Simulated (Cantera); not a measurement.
A perfectly stirred reactor is fed with 15.1 % CO, 1.42 % H2, 17.5 % O2, 66.0 % N2, at 100000 Pa; it is adiabatic with a 550 K inlet, and is followed from long to short residence time, starting on the burning branch (τ in s: 0.044, 0.019, 0.008, 0.0034, 0.0015, 0.00062, 0.00026, 0.00011, 4.8e-05).

Computed with Cantera and GRI-Mech 3.0 (53 species, 325 reactions).

x: mole fraction; the columns are a selection and need not sum to one.

```tsv
τ (s)	T (K)	x CO	x H2	x O2	x HO2	x H2O2
0.044	1848	0.00469	9.16e-5	0.102	2.23e-6	4.04e-8
0.019	1820	[?]	[?]	0.102	[?]	[?]
0.0080	1776	0.0119	0.000230	0.104	5.58e-6	9.29e-8
0.0034	1713	0.0181	0.000342	0.106	8.55e-6	1.50e-7
0.0015	1627	0.0269	0.000473	0.108	1.26e-5	2.54e-7
0.00062	[?]	[?]	[?]	0.116	[?]	[?]
0.00026	550	0.151	0.0142	0.175	<1e-12	<1e-12
0.00011	550	0.151	0.0142	0.175	<1e-12	<1e-12
4.8e-5	550	0.151	0.0142	0.175	<1e-12	<1e-12
```

Q: Fill in the missing entries.

A: 
- 0.019, x CO: 0.00754
- 0.019, x H2: 0.000147
- 0.019, x HO2: 3.53e-6
- 0.019, x H2O2: 6.01e-8
- 0.00062, T (K): 1475
- 0.00062, x CO: 0.0451
- 0.00062, x H2: 0.000647
- 0.00062, x HO2: 2.03e-5
- 0.00062, x H2O2: 5.33e-7
